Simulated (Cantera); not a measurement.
Input (Python, Cantera) and output of one run.

```python
import numpy as np
import cantera as ct

gas_names = [...]  # 109 gases of nasa_gas.yaml made of C, Cl, H, Si
cond_names = """
    C(gr) C6H6(L) C7H8(L) C8H18(L),n-octa Si(cr) Si(L) SiC(b)
""".split()


# ... load() reads the species with a 1 bar reference pressure and builds the phases ...
atoms = {
    '(CH3)2SiCl2': {'C': 2, 'H': 6, 'Si': 1, 'CL': 2},
    'C2H4': {'C': 2, 'H': 4},
    'H2': {'H': 2},
}
top_T = {'C(gr)': 4500, 'SiC(b)': 3050}  # K; cautious upper limits of use, not melting points


# ... equilibrate(T, P, feed) seeds the gas with the atoms and calls Mixture.equilibrate('TP', solver="vcs", rtol=1e-11, max_steps=5000) ...
results = []
feed = {'(CH3)2SiCl2': 1, 'C2H4': 0.016, 'H2': 36}  # mol
P = 15000  # Pa
for T in [1875, 1950, 2025, 2100, 2175, 2250, 2325, 2400, 2475, 2550]:
    mix = equilibrate(T, P, feed)
    results.append((T, P, feed, dict(zip(mix.species_names, mix.species_moles))))
    x = sorted(zip(gas.X, gas.species_names), reverse=True)
    print(f"T = {T:g} K  P = {P:g} Pa  gas = {mix.phase_moles(0):.4g} mol")
    print("   x: " + "  ".join(f"{s} {v:.3e}" for v, s in x if v > 1e-06))
    print("   condensed (mol): " + ("  ".join(f"{mix.phase(i).name} {mix.phase_moles(i):.4g}"
          for i in range(1, mix.n_phases) if mix.phase_moles(i) > 1e-12) or "none"))
```

Result:

```
T = 1875 K  P = 15000 Pa  gas = 40.06 mol
   x: H2 9.483e-01  HCL 4.937e-02  H 1.648e-03  C2H2,acetylene 3.004e-04  SiCL2 2.404e-04  CH4 8.173e-05  CL 6.497e-05  CH3 2.854e-06  SiCL 2.242e-06  Si 2.022e-06  SiCL3 1.738e-06  SiH2 1.578e-06
   condensed (mol): C(gr) 1.014  SiC(b) 0.99
T = 1950 K  P = 15000 Pa  gas = 40.09 mol
   x: H2 9.469e-01  HCL 4.918e-02  H 2.880e-03  C2H2,acetylene 5.175e-04  SiCL2 2.945e-04  CL 1.121e-04  CH4 6.544e-05  Si 7.200e-06  SiCL 5.363e-06  CH3 3.966e-06  SiH2 3.406e-06  SiH 2.076e-06  SiCL3 1.587e-06
   condensed (mol): C(gr) 1  SiC(b) 0.9874
T = 2025 K  P = 15000 Pa  gas = 40.13 mol
   x: H2 9.447e-01  HCL 4.893e-02  H 4.830e-03  C2H2,acetylene 8.549e-04  SiCL2 3.541e-04  CL 1.857e-04  CH4 5.322e-05  Si 2.331e-05  SiCL 1.200e-05  SiH2 6.934e-06  SiH 5.619e-06  CH3 5.366e-06  SiCL3 1.454e-06  SiC2 1.083e-06
   condensed (mol): C(gr) 0.9771  SiC(b) 0.9837
T = 2100 K  P = 15000 Pa  gas = 40.2 mol
   x: H2 9.413e-01  HCL 4.859e-02  H 7.805e-03  C2H2,acetylene 1.360e-03  SiCL2 4.185e-04  CL 2.965e-04  Si 6.934e-05  CH4 4.385e-05  SiCL 2.526e-05  SiH 1.414e-05  SiH2 1.339e-05  CH3 7.088e-06  SiC2 4.469e-06  Si2C 2.837e-06  SiCL3 1.335e-06
   condensed (mol): C(gr) 0.9421  SiC(b) 0.9778
T = 2175 K  P = 15000 Pa  gas = 40.3 mol
   x: H2 9.362e-01  HCL 4.815e-02  H 1.220e-02  C2H2,acetylene 2.089e-03  SiCL2 4.867e-04  CL 4.576e-04  Si 1.911e-04  SiCL 5.038e-05  CH4 3.651e-05  SiH 3.329e-05  SiH2 2.463e-05  SiC2 1.668e-05  Si2C 1.028e-05  CH3 9.151e-06  C4H2 1.896e-06  SiCL3 1.226e-06
   condensed (mol): C(gr) 0.8927  SiC(b) 0.9667
T = 2250 K  P = 15000 Pa  gas = 40.45 mol
   x: H2 9.288e-01  HCL 4.755e-02  H 1.848e-02  C2H2,acetylene 3.109e-03  CL 6.848e-04  SiCL2 5.571e-04  Si 4.918e-04  SiCL 9.560e-05  SiH 7.386e-05  SiC2 5.689e-05  SiH2 4.336e-05  Si2C 3.410e-05  CH4 3.062e-05  CH3 1.156e-05  C4H2 4.251e-06  C2H 2.454e-06  C2HCL 1.163e-06  SiCL3 1.124e-06  Si2 1.079e-06
   condensed (mol): C(gr) 0.8279  SiC(b) 0.9438
T = 2325 K  P = 15000 Pa  gas = 40.67 mol
   x: H2 9.180e-01  HCL 4.675e-02  H 2.721e-02  C2H2,acetylene 4.488e-03  Si 1.190e-03  CL 9.955e-04  SiCL2 6.272e-04  SiC2 1.789e-04  SiCL 1.733e-04  SiH 1.551e-04  Si2C 1.044e-04  SiH2 7.322e-05  CH4 2.579e-05  CH3 1.429e-05  C4H2 8.998e-06  C2H 6.398e-06  Si2 3.691e-06  C2HCL 1.931e-06  C2H2,vinylidene 1.847e-06  SiCL3 1.026e-06
   condensed (mol): C(gr) 0.7504  SiC(b) 0.8936
T = 2400 K  P = 15000 Pa  gas = 41.02 mol
   x: H2 9.026e-01  HCL 4.566e-02  H 3.902e-02  C2H2,acetylene 6.292e-03  Si 2.721e-03  CL 1.408e-03  SiCL2 6.939e-04  SiC2 5.223e-04  SiH 3.099e-04  SiCL 3.009e-04  Si2C 2.973e-04  SiH2 1.189e-04  CH4 2.172e-05  C4H2 1.805e-05  CH3 1.727e-05  C2H 1.565e-05  Si2 1.167e-05  C2H2,vinylidene 3.445e-06  C2HCL 3.082e-06  CH2 1.497e-06
   condensed (mol): C(gr) 0.6709  SiC(b) 0.7831
T = 2475 K  P = 15000 Pa  gas = 41.57 mol
   x: H2 8.805e-01  H 5.451e-02  HCL 4.416e-02  C2H2,acetylene 8.563e-03  Si 5.915e-03  CL 1.937e-03  SiC2 1.427e-03  Si2C 7.928e-04  SiCL2 7.522e-04  SiH 5.902e-04  SiCL 5.015e-04  SiH2 1.856e-04  C2H 3.608e-05  C4H2 3.436e-05  Si2 3.434e-05  CH3 2.035e-05  CH4 1.817e-05  C2H2,vinylidene 6.127e-06  C2HCL 4.727e-06  CH2 2.590e-06  SiC 2.382e-06  C3 2.237e-06  Si3 1.353e-06
   condensed (mol): C(gr) 0.6152  SiC(b) 0.5414
T = 2550 K  P = 15000 Pa  gas = 42.47 mol
   x: H2 8.486e-01  H 7.419e-02  HCL 4.210e-02  Si 1.228e-02  C2H2,acetylene 1.129e-02  SiC2 3.666e-03  CL 2.590e-03  Si2C 1.992e-03  SiH 1.074e-03  SiCL 8.022e-04  SiCL2 7.950e-04  SiH2 2.783e-04  Si2 9.469e-05  C2H 7.861e-05  C4H2 6.209e-05  CH3 2.327e-05  CH4 1.497e-05  C2H2,vinylidene 1.038e-05  SiC 7.208e-06  C3 7.101e-06  C2HCL 6.949e-06  Si3 4.318e-06  CH2 4.276e-06  C 2.176e-06
   condensed (mol): C(gr) 0.6356  SiC(b) 0.01962
```

Cantera equilibrium calculation (NASA polynomials, part measured and part estimated; ideal gas, pure solids and liquids). The feed counts by its element totals alone. The tables' values for SiCl are old estimates; treat these amounts as uncertain. Gases not in the tables: Si2H6 and higher silanes.
